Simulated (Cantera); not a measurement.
Ignition delay

Mixture: CH4 : CO : O2 : N2 = 1 : 0.3 : 2.59 : 9.74 (molar parts), equivalence ratio 0.83, at 0.590 bar, adiabatic and at constant volume. Ignition delay is the time to a rise of 400 K.

Cantera simulation using GRI-Mech 3.0 (53 species, 325 reactions); the numbers are that mechanism's predictions, not measurements.

```tsv
T0 (K)	delay (ms)
1025	1370
1125	228
1225	46.5
1325	11.4
1425	3.41
1525	1.25
1625	0.544
```

The apparent activation energy between 1425 and 1625 K is 180 kJ/mol.
